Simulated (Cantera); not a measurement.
Cantera with NASA thermochemical tables; ideal gases at 1 bar, condensed phases pure. Values are per mole of reaction as written; species without (g) are pure solids or liquids, kept so even where they would boil at 1 bar.

Problem. Between 398 and 1073 K, where is each reaction favourable under standard conditions?
- H₂S(g) ⇌ S + H₂(g)
- H₂S(g) ⇌ 2 H(g) + S
- 2 H(g) ⇌ H₂(g)

Solution. 
- H₂S(g) ⇌ S + H₂(g): ΔG° is 37 kJ at 398 K and 48 kJ at 1073 K; it stays positive (K < 1). ΔH° is 40 kJ and ΔS° -8 J/K at 1073 K.
- H₂S(g) ⇌ 2 H(g) + S: ΔG° is 434 kJ at 398 K and 371 kJ at 1073 K; it stays positive (K < 1). ΔH° is 485 kJ and ΔS° 106 J/K at 1073 K.
- 2 H(g) ⇌ H₂(g): ΔG° is -397 kJ at 398 K and -323 kJ at 1073 K; it stays negative (K > 1). ΔH° is -445 kJ and ΔS° -114 J/K at 1073 K.
